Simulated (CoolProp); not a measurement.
Model: reference Helmholtz-energy equation of state, Leachman 2009, in CoolProp.

### Question
Give the vapour pressure (bar), liquid cp (kJ/(kg K)), vapour Z of saturated normal hydrogen at 27.2 K.

### Answer
| T (K) | p (bar) | liquid cp (kJ/(kg K)) | vapour Z |
|---|---|---|---|
| 27.2 | 4.96 | 16.3 | 0.733 |
